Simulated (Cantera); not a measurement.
N2O furnace oxynitridation

An isothermal, constant-pressure homogeneous reactor starts with N2O : H2O : N2 = 1 : 0.14 : 0.0031 (molar parts), at 1100 K and 0.133 bar.

Cantera simulation using GRI-Mech 3.0 (53 species, 325 reactions); the numbers are that mechanism's predictions, not measurements. GRI-Mech 3.0 was tuned for natural gas; its chemistry of N2O as a main component is partial and can be far from experiment. The mechanism lacks the step 2 NO + O2 → 2 NO2, which can matter for NO2 below about 1400 K. The temperature is held fixed by assumption; the heat of reaction is taken as removed at once.

```csv
t (s),x N2O,x H2O,x NO,x O,x HO2,x O2,x H2O2
3.00e-5,0.875,0.122,5.24e-9,1.74e-7,1.32e-11,3.58e-8,<1e-12
8.35e-5,0.875,0.122,3.21e-8,3.43e-7,2.36e-10,2.19e-7,<1e-12
0.000232,0.875,0.122,1.50e-7,4.66e-7,3.37e-9,1.02e-6,<1e-12
0.000646,0.875,0.122,5.19e-7,4.81e-7,3.54e-8,3.54e-6,6.35e-12
0.00180,0.875,0.122,1.55e-6,4.81e-7,2.83e-7,1.06e-5,2.12e-10
0.00500,0.875,0.122,4.38e-6,4.80e-7,1.56e-6,3.06e-5,9.10e-9
0.0139,0.875,0.122,1.16e-5,4.80e-7,3.48e-6,8.96e-5,1.16e-7
0.0387,0.874,0.122,2.79e-5,4.80e-7,3.24e-6,0.000258,1.44e-7
0.108,0.873,0.122,6.43e-5,4.76e-7,2.68e-6,0.000726,9.79e-8
0.300,0.869,0.122,0.000156,4.64e-7,2.18e-6,0.00202,6.64e-8
0.834,0.857,0.122,0.000445,4.38e-7,1.57e-6,0.00559,3.84e-8
2.32,0.828,0.120,0.00136,4.07e-7,9.27e-7,0.0152,2.04e-8
6.46,0.754,0.117,0.00385,3.78e-7,4.51e-7,0.0397,1.41e-8
18.0,0.590,0.110,0.00937,3.52e-7,1.79e-7,0.0938,1.24e-8
50.0,0.326,0.0991,0.0181,3.15e-7,5.55e-8,0.181,1.06e-8
```
x: mole fraction; the columns are a selection and need not sum to one.

Equilibrium at this temperature and pressure: N2O 2.19e-9, H2O 0.0852, NO 9.06e-5, O 3.79e-9, HO2 2.94e-9, O2 0.304, H2O2 1.55e-10 (gas phase only).
